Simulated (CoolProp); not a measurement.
Vapour-liquid equilibrium of R22 (1) + acetone (2) at 8.95 °C; x and y are mole fractions of (1).

Computed with CoolProp (multi-fluid Helmholtz-energy mixture model, Kamei 1995 and Lemmon 2006; pair parameters Bell 2016).

```tsv
x	bubble pressure (MPa)	y at the bubble point	dew pressure at overall composition x (MPa)	liquid density (mol/L)
0.05	0.04239	…	0.01545	13.88
0.2	0.09508	0.864	0.01830	14.11
0.35	0.1449	0.923	0.02243	…
0.5	0.2171	0.961	0.02897	14.57
0.65	…	0.984	0.04081	…
0.8	0.4699	…	0.06845	14.81
0.95	0.6183	0.999	0.1889	…
```

### Question
Fill in the missing entries.

### Answer

- 0.05, y at the bubble point: 0.664
- 0.35, liquid density (mol/L): 14.34
- 0.65, bubble pressure (MPa): 0.3257
- 0.65, liquid density (mol/L): 14.75
- 0.8, y at the bubble point: 0.995
- 0.95, liquid density (mol/L): 14.63

No azeotrope shows between x = 0.05 and 0.95.

The pair parameters rest on a limited set of measurements; away from them the model extrapolates.
